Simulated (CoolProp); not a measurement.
Saturation properties of R1132(E) (Tc = 75.7 °C, pc = 5.174 MPa, ω = 0.245).

Values from CoolProp's reference Helmholtz-energy equation of state, Akasaka 2024.

```json
[
 {"T (°C)": "-15.35", "p (MPa)": "0.4909", "liquid density (kg/m³)": "1047", "vapour density (kg/m³)": "16.31", "enthalpy of vaporisation (kJ/kg)": "269.8", "liquid cp (kJ/(kg K))": "1.693"},
 {"T (°C)": "-13.45", "p (MPa)": "0.5247", "liquid density (kg/m³)": "1042", "vapour density (kg/m³)": "17.40", "enthalpy of vaporisation (kJ/kg)": "267.6", "liquid cp (kJ/(kg K))": "1.698"},
 {"T (°C)": "-11.55", "p (MPa)": "0.5602", "liquid density (kg/m³)": "?", "vapour density (kg/m³)": "18.54", "enthalpy of vaporisation (kJ/kg)": "265.4", "liquid cp (kJ/(kg K))": "1.704"},
 {"T (°C)": "-9.75", "p (MPa)": "0.5955", "liquid density (kg/m³)": "1031", "vapour density (kg/m³)": "19.68", "enthalpy of vaporisation (kJ/kg)": "263.2", "liquid cp (kJ/(kg K))": "1.709"},
 {"T (°C)": "-7.85", "p (MPa)": "0.6345", "liquid density (kg/m³)": "1026", "vapour density (kg/m³)": "20.94", "enthalpy of vaporisation (kJ/kg)": "261.0", "liquid cp (kJ/(kg K))": "1.716"},
 {"T (°C)": "-5.95", "p (MPa)": "0.6754", "liquid density (kg/m³)": "1020", "vapour density (kg/m³)": "22.26", "enthalpy of vaporisation (kJ/kg)": "258.6", "liquid cp (kJ/(kg K))": "1.722"},
 {"T (°C)": "-4.05", "p (MPa)": "0.7182", "liquid density (kg/m³)": "1015", "vapour density (kg/m³)": "23.66", "enthalpy of vaporisation (kJ/kg)": "256.3", "liquid cp (kJ/(kg K))": "1.730"},
 {"T (°C)": "-2.15", "p (MPa)": "0.7631", "liquid density (kg/m³)": "1009", "vapour density (kg/m³)": "25.12", "enthalpy of vaporisation (kJ/kg)": "253.9", "liquid cp (kJ/(kg K))": "1.737"},
 {"T (°C)": "-0.25", "p (MPa)": "0.8100", "liquid density (kg/m³)": "1003", "vapour density (kg/m³)": "?", "enthalpy of vaporisation (kJ/kg)": "251.5", "liquid cp (kJ/(kg K))": "1.745"},
 {"T (°C)": "1.65", "p (MPa)": "0.8590", "liquid density (kg/m³)": "997.1", "vapour density (kg/m³)": "28.26", "enthalpy of vaporisation (kJ/kg)": "249.0", "liquid cp (kJ/(kg K))": "1.754"},
 {"T (°C)": "3.55", "p (MPa)": "0.9101", "liquid density (kg/m³)": "991.1", "vapour density (kg/m³)": "29.95", "enthalpy of vaporisation (kJ/kg)": "246.5", "liquid cp (kJ/(kg K))": "1.763"},
 {"T (°C)": "5.45", "p (MPa)": "0.9635", "liquid density (kg/m³)": "985.1", "vapour density (kg/m³)": "31.73", "enthalpy of vaporisation (kJ/kg)": "243.9", "liquid cp (kJ/(kg K))": "?"},
 {"T (°C)": "7.35", "p (MPa)": "1.019", "liquid density (kg/m³)": "978.9", "vapour density (kg/m³)": "33.59", "enthalpy of vaporisation (kJ/kg)": "241.3", "liquid cp (kJ/(kg K))": "1.784"},
 {"T (°C)": "9.25", "p (MPa)": "?", "liquid density (kg/m³)": "972.7", "vapour density (kg/m³)": "35.54", "enthalpy of vaporisation (kJ/kg)": "238.7", "liquid cp (kJ/(kg K))": "1.795"},
 {"T (°C)": "11.15", "p (MPa)": "1.138", "liquid density (kg/m³)": "966.3", "vapour density (kg/m³)": "37.59", "enthalpy of vaporisation (kJ/kg)": "236.0", "liquid cp (kJ/(kg K))": "1.806"}
]
```

Q: Complete the blanks.

A: 
- -11.55, liquid density (kg/m³): 1037
- -0.25, vapour density (kg/m³): 26.65
- 5.45, liquid cp (kJ/(kg K)): 1.773
- 9.25, p (MPa): 1.077
